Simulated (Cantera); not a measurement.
Mixture: H₂ : O₂ : N₂ = 1 : 0.278 : 1.44 (molar parts), equivalence ratio 1.8, at 16500 Torr, adiabatic and at constant pressure. Ignition delay is the time to a rise of 400 K.

Model: the H2/O2 subset of GRI-Mech 3.0, which has no nitrogen chemistry, integrated in Cantera. The hydrogen kinetics of GRI-Mech 3.0 are dated; newer H2 mechanisms differ, most at raised pressure. The pressure lies above the range GRI-Mech 3.0 was tuned for (to about 10 atm).

### Question
What does this change do: pressure from 16500 Torr to 760 Torr?

### Answer
```csv
quantity,before,after
delay at 950 K,16.3 ms,9.33 ms
delay at 1150 K,0.267 ms,81.2 µs
delay at 1350 K,5.66 µs,33.1 µs
delay at 1550 K,0.809 µs,22.9 µs
delay at 1750 K,0.410 µs,22.2 µs
```
Where the delays flatten at high temperature, the 400 K rule measures the pace of heat release, not the induction time.

### Question
What does this change do: N2 1.44 to 2.7 parts?

### Answer
```csv
quantity,before,after
delay at 950 K,16.3 ms,22.2 ms
delay at 1150 K,0.267 ms,0.360 ms
delay at 1350 K,5.66 µs,7.24 µs
delay at 1550 K,0.809 µs,1.23 µs
delay at 1750 K,0.410 µs,0.663 µs
apparent activation energy between 1550 and 1750 K,77 kJ/mol,70 kJ/mol
```
